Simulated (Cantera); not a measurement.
A freely propagating, adiabatic, planar premixed flame of H₂ : O₂ : N₂ = 1 : 0.962 : 3.62 (molar parts), equivalence ratio 0.52, unburnt at 600 K and 820000 Pa; mixture-averaged transport, grid criteria slope 0.08 and curve 0.16, no radiation.

Computed with Cantera and the H2/O2 subset of GRI-Mech 3.0, which has no nitrogen chemistry. The hydrogen kinetics of GRI-Mech 3.0 are dated; newer H2 mechanisms differ, most at raised pressure. Burning velocities carry a grid error of a few per cent, more on coarse grids. Lean hydrogen flames are cellular in practice and burn faster than this planar one.

x: mole fraction of selected species; z is measured from the peak of heat release.

```json
[
 {"z (mm)": "-0.153", "T (K)": "601", "u (m/s)": "1.04", "x H₂": "0.174", "x O₂": "0.173", "x HO₂": "2.34e-7", "x H₂O₂": "1.91e-7", "x O": "<1e-8", "x OH": "<1e-8"},
 {"z (mm)": "-0.102", "T (K)": "606", "u (m/s)": "1.04", "x H₂": "0.164", "x O₂": "0.175", "x HO₂": "2.52e-6", "x H₂O₂": "2.05e-6", "x O": "<1e-8", "x OH": "<1e-8"},
 {"z (mm)": "-0.0766", "T (K)": "618", "u (m/s)": "1.04", "x H₂": "0.151", "x O₂": "0.177", "x HO₂": "1.19e-5", "x H₂O₂": "9.52e-6", "x O": "<1e-8", "x OH": "<1e-8"},
 {"z (mm)": "-0.0511", "T (K)": "665", "u (m/s)": "1.10", "x H₂": "0.126", "x O₂": "0.180", "x HO₂": "6.29e-5", "x H₂O₂": "4.61e-5", "x O": "3.80e-8", "x OH": "<1e-8"},
 {"z (mm)": "-0.0255", "T (K)": "895", "u (m/s)": "1.43", "x H₂": "0.0814", "x O₂": "0.171", "x HO₂": "0.000514", "x H₂O₂": "0.000234", "x O": "1.01e-5", "x OH": "1.32e-5"},
 {"z (mm)": "-0.0128", "T (K)": "1175", "u (m/s)": "1.86", "x H₂": "0.0525", "x O₂": "0.152", "x HO₂": "0.000697", "x H₂O₂": "0.000223", "x O": "0.000200", "x OH": "0.000311"},
 {"z (mm)": "0", "T (K)": "1475", "u (m/s)": "2.33", "x H₂": "0.0264", "x O₂": "0.126", "x HO₂": "0.000430", "x H₂O₂": "2.20e-5", "x O": "0.00109", "x OH": "0.00165"},
 {"z (mm)": "0.0128", "T (K)": "1669", "u (m/s)": "2.64", "x H₂": "0.0110", "x O₂": "0.107", "x HO₂": "0.000225", "x H₂O₂": "4.54e-6", "x O": "0.00183", "x OH": "0.00350"},
 {"z (mm)": "0.0255", "T (K)": "1769", "u (m/s)": "2.80", "x H₂": "0.00478", "x O₂": "0.0994", "x HO₂": "0.000124", "x H₂O₂": "2.94e-6", "x O": "0.00170", "x OH": "0.00432"},
 {"z (mm)": "0.0511", "T (K)": "1844", "u (m/s)": "2.91", "x H₂": "0.00139", "x O₂": "0.0958", "x HO₂": "4.65e-5", "x H₂O₂": "1.64e-6", "x O": "0.000869", "x OH": "0.00369"},
 {"z (mm)": "0.102", "T (K)": "1876", "u (m/s)": "2.96", "x H₂": "…", "x O₂": "0.0955", "x HO₂": "…", "x H₂O₂": "…", "x O": "…", "x OH": "…"},
 {"z (mm)": "0.204", "T (K)": "1885", "u (m/s)": "2.97", "x H₂": "6.79e-5", "x O₂": "0.0956", "x HO₂": "3.77e-6", "x H₂O₂": "3.28e-7", "x O": "6.67e-5", "x OH": "0.00115"},
 {"z (mm)": "0.409", "T (K)": "1887", "u (m/s)": "2.98", "x H₂": "…", "x O₂": "0.0957", "x HO₂": "…", "x H₂O₂": "…", "x O": "…", "x OH": "…"}
]
```

### Question
What belongs in the gaps?

### Answer

- 0.102, x H₂: 0.000313
- 0.102, x HO₂: 1.23e-5
- 0.102, x H₂O₂: 7.35e-7
- 0.102, x O: 0.000246
- 0.102, x OH: 0.00213
- 0.409, x H₂: 3.05e-5
- 0.409, x HO₂: 2.45e-6
- 0.409, x H₂O₂: 2.27e-7
- 0.409, x O: 3.44e-5
- 0.409, x OH: 0.000829
